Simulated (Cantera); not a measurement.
A closed system holds: 1 mol CuO, 2.3 mol C, 0.37 mol H₂, at 16.0 mbar.

Cantera equilibrium calculation (NASA polynomials, part measured and part estimated; ideal gas, pure solids and liquids). Candidate condensed phases: C, C₆H₆, C₇H₈, C₈H₁₈, Cu, CuO, Cu(OH)₂, Cu₂O, H₂O; 113 gas species. Equilibrium is a limit: real reactors are often held back by kinetics, nucleation or transport.

**Question.** Which condensed phases are stable at each of these points (T (K)): 1023, 1123, 1223, 1323, 1423, 1523, 1623, 1723, 1823, 1923?

**Answer.** 
| T (K) | condensed phases | Cu condensed (%) |
|---|---|---|
| 1023 | C(graphite) + Cu(s) | 100.0 |
| 1123 | C(graphite) + Cu(s) | 100.0 |
| 1223 | C(graphite) + Cu(s) | 100.0 |
| 1323 | C(graphite) + Cu(s) | 100.0 |
| 1423 | C(graphite) + Cu(l) | 100.0 |
| 1523 | C(graphite) + Cu(l) | 99.9 |
| 1623 | C(graphite) + Cu(l) | 99.5 |
| 1723 | C(graphite) + Cu(l) | 98.1 |
| 1823 | C(graphite) + Cu(l) | 93.7 |
| 1923 | C(graphite) + Cu(l) | 79.8 |

From 1023 K to 1323 K the condensed part is C(graphite) + Cu(s). From 1423 K to 1923 K the condensed part is C(graphite) + Cu(l).
